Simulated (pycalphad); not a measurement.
**Effect of Fe content in Si-Fe**

CALPHAD calculation (pycalphad, COST 507 light-alloy database (1999)), 1 atm. These are 1990s assessments: newer ones move some temperatures and phases. Phase fractions are per mole of atoms.

| alloy | liquidus (°C) | first solid | solidus (°C) | phases at 552 °C |
|---|---|---|---|---|
| Si-1.3Fe (at.%) | 1408 | DIAMOND_A4 | 1205 | DIAMOND_A4 0.96, FESI2_L 0.04 |
| Si-3.89Fe (at.%) | 1397 | DIAMOND_A4 | 1205 | DIAMOND_A4 0.88, FESI2_L 0.12 |
| Si-5.19Fe (at.%) | 1392 | DIAMOND_A4 | 1205 | DIAMOND_A4 0.84, FESI2_L 0.16 |
| Si-20.76Fe (at.%) | 1301 | DIAMOND_A4 | 1205 | FESI2_L 0.62, DIAMOND_A4 0.38 |

Database names, with the compositions (at.%) that they take in these runs: FESI2_L: Si 67 Fe 33. DIAMOND_A4 is diamond (Si).
